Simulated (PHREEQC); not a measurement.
2.1 g of hydrous ferric oxide (600 m²/g; 0.2 weak and 0.005 strong sites per Fe, Dzombak-Morel constants, diffuse double layer) in 1 kg of water with 0.05 mol/kgw of an inert sodium salt and 1.4e-05 mol MgCl2 and 0.00011 mol ZnSO4, at 25 °C; the pH is set by adding NaOH or the inert anion's acid. Oxygen alone is held at its pressure in air (log pO2 = -0.68). The system is closed to CO2. Nothing may precipitate in this run.

The series has 13 steps of pH, from 4 to 10.

Computed with PHREEQC (ion-association model, wateq4f.dat).

Task: Near which pH is half of the Mg sorbed, and on which side is more sorbed?

Result: Near pH 7.7, with more sorbed at higher pH.

Task: Near which pH is half of the S sorbed, and on which side is more sorbed?

Result: Near pH 6.9, with more sorbed at lower pH.

Task: Near which pH is half of the Zn sorbed, and on which side is more sorbed?

Result: Near pH 5.6, with more sorbed at higher pH.
